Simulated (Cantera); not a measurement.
Cantera run:

```python
import numpy as np
import cantera as ct

gas_names = """
    C CO CO2 C2 C2O C3 C3O2 C4 C5 Fe FeC5O5 FeO O O2 O3
""".split()
cond_names = """
    C(gr) Fe(a) Fe(c) Fe(d) Fe(L) FeC5O5(L) FeO(s) FeO(L) Fe2O3(s) Fe3O4(s)
""".split()


def load(file, names, dense=False):
    # The tables refer to 1 bar. Condensed volumes are neglected.
    table = {s.name: s for s in ct.Species.list_from_file(file)}
    out = []
    for n in names:
        d = dict(table[n].input_data)
        d["thermo"] = dict(d["thermo"], **{"reference-pressure": 1e5})
        if dense:
            d["equation-of-state"] = {"model": "constant-volume", "density": "1e6 g/cm^3"}
        out.append(ct.Species.from_dict(d))
    return out


gas = ct.Solution(thermo="ideal-gas", species=load("nasa_gas.yaml", gas_names))
cond = {s.name: ct.Solution(thermo="fixed-stoichiometry", species=[s], name=s.name)
        for s in load("nasa_condensed.yaml", cond_names, dense=True)}
atoms = {
    'Fe': {'Fe': 1},
    'O2': {'O': 2},
    'CO': {'C': 1, 'O': 1},
}
top_T = {'C(gr)': 4500, 'Fe2O3(s)': 1830, 'Fe3O4(s)': 1870}  # K; cautious upper limits of use, not melting points


def equilibrate(T, P, feed):
    n = {}
    for name, mol in feed.items():
        for a, k in atoms[name].items():
            n[a] = n.get(a, 0.0) + k * mol
    gas.TPX = T, P, n
    mass = sum(n.values()) * gas.mean_molecular_weight
    gas.equilibrate("TP")
    valid = [c for c in cond.values() if c.min_temp <= T <= top_T.get(c.name, c.max_temp)]
    mix = ct.Mixture([(gas, mass / gas.mean_molecular_weight)] + [(c, 0.0) for c in valid])
    mix.T, mix.P = T, P
    mix.equilibrate("TP", solver="vcs", rtol=1e-11, max_steps=5000)
    return mix


results = []
feed = {'Fe': 1, 'O2': 0.0054, 'CO': 19}  # mol
P = 310  # Pa
for T in [1023, 1098, 1173, 1248, 1323, 1398, 1473, 1548, 1623, 1698, 1773, 1848]:
    mix = equilibrate(T, P, feed)
    results.append((T, P, feed, dict(zip(mix.species_names, mix.species_moles))))

top = {s: max(r[3][s] / sum(r[3][g] for g in gas_names) for r in results) for s in gas_names}
cols = sorted((s for s in top if top[s] > 0.001), key=lambda s: -top[s])[:9]
seen = [c for c in cond_names if any(r[3].get(c, 0) > 1e-12 for r in results)]
print("log10 of partial pressures in bar; condensed amounts in mol")
print(f"{'T/K':>10s}" + "".join(f"{s[:9]:>10s}" for s in cols + seen))
for T, P, feed, n in results:
    ng = sum(n[g] for g in gas_names)
    print(f"{T:10.4g}" + "".join(f"{np.log10(max(n[s] / ng * P / 1e5, 1e-99)):10.3f}" for s in cols)
          + "".join(f"{n.get(c, 0):10.4g}" for c in seen))
```

Output:

```
log10 of partial pressures in bar; condensed amounts in mol
       T/K        CO        Fe       CO2     C(gr)     Fe(a)     Fe(c)     Fe(d)     Fe(L)
      1023    -2.509   -13.348    -5.465   0.01021         1         0         0         0
      1098    -2.509   -11.934    -5.754         0         1         0         0         0
      1173    -2.509   -10.707    -5.754         0         1         0         0         0
      1248    -2.509    -9.633    -5.754         0         0         1         0         0
      1323    -2.509    -8.682    -5.754         0         0         1         0         0
      1398    -2.509    -7.836    -5.754         0         0    0.9999         0         0
      1473    -2.509    -7.078    -5.754         0         0    0.9995         0         0
      1548    -2.509    -6.395    -5.754         0         0    0.9975         0         0
      1623    -2.509    -5.777    -5.754         0         0    0.9897         0         0
      1698    -2.510    -5.215    -5.755         0         0         0    0.9626         0
      1773    -2.512    -4.704    -5.757         0         0         0     0.878         0
      1848    -2.517    -4.244    -5.762         0         0         0         0    0.6441
```

These are equilibrium values from Cantera (NASA tables, ideal gas, pure condensed phases), not measurements of a reactor. Condensed phases not in the tables: cementite and carbon dissolved in iron.
